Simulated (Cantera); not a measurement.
## Al(CH₃)₃ + H₂O + N₂ (aluminium nitride and oxide growth)

Charge: 1 mol Al(CH₃)₃, 0.22 mol H₂O, 1.8 mol N₂, equilibrated at 10.0 mbar.

Equilibrium computed with Cantera from the NASA thermochemical tables; the gas is ideal and each condensed phase is pure. Candidate condensed phases: Al, AlN, Al₂O₃, C, C₆H₆, C₇H₈, C₈H₁₈, H₂O; 148 gas species. The feed counts by its element totals alone. Mutual solubility and eutectic melting of coexisting phases are not modelled. Condensed phases not in the tables: aluminium oxynitride. Rates play no part.

| T (°C) | log p H₂ | log p N₂ | log p Al | log p CO | log p H | n AlN(s) | n Al₂O₃(s) | n C(graphite) |
|---|---|---|---|---|---|---|---|---|
| 525 | -2.12 | -2.64 | <-14 | -9.84 | -12.63 | 0.853 | 0.0733 | 2.95 |
| 675 | -2.11 | -2.65 | <-14 | -7.41 | -10.34 | 0.853 | 0.0733 | 2.99 |
| 825 | -2.11 | -2.65 | <-14 | -5.66 | -8.66 | 0.854 | 0.0729 | 3.00 |
| 975 | -2.11 | -2.65 | -13.37 | -4.34 | -7.39 | 0.872 | 0.0640 | 2.97 |
| 1125 | -2.12 | -2.68 | -10.49 | -3.45 | -6.39 | 1.00 | 0 | 2.78 |
| 1275 | -2.12 | -2.68 | -8.18 | -3.45 | -5.57 | 1.000 | 0 | 2.78 |
| 1425 | -2.12 | -2.68 | -6.29 | -3.45 | -4.90 | 1.000 | 0 | 2.77 |
| 1575 | -2.13 | -2.68 | -4.70 | -3.46 | -4.34 | 0.987 | 0 | 2.76 |
| 1725 | -2.16 | -2.67 | -3.37 | -3.49 | -3.87 | 0.704 | 0 | 2.73 |
log p: log10 of the partial pressure in bar; n: condensed amount in mol.

From 525 °C to 975 °C the condensed part is AlN(s) + Al₂O₃(s) + C(graphite). From 1125 °C to 1725 °C the condensed part is AlN(s) + C(graphite).
